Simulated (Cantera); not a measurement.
An isothermal, constant-pressure homogeneous reactor starts with H2 : O2 = 0.19 : 1 (molar parts), equivalence ratio 0.095, at 1473 K and 2.70 Torr.

Computed with Cantera and the H2/O2 subset of GRI-Mech 3.0, which has no nitrogen chemistry. Radical loss at walls, strong at low pressure, is not modelled. The temperature is held fixed by assumption; the heat of reaction is taken as removed at once.

Problem. Predict: x(H2) at 40.0 s; x(O2) at 40.0 s; x(OH) at 40.0 s; x(O) at 40.0 s; x(H2O) at 40.0 s; x(H) at 40.0 s; x(H2O2) at 40.0 s.

Solution. 
```
Property                                              Result
-----------------  -----------------------------------------
x(H2) at 40.0 s      4.78e-6 (gas-phase equilibrium 4.19e-6)
x(O2) at 40.0 s          0.826 (gas-phase equilibrium 0.826)
x(OH) at 40.0 s    0.000500 (gas-phase equilibrium 0.000467)
x(O) at 40.0 s       4.86e-5 (gas-phase equilibrium 4.26e-5)
x(H2O) at 40.0 s         0.173 (gas-phase equilibrium 0.173)
x(H) at 40.0 s       5.30e-7 (gas-phase equilibrium 4.34e-7)
x(H2O2) at 40.0 s    1.69e-9 (gas-phase equilibrium 1.67e-9)
```
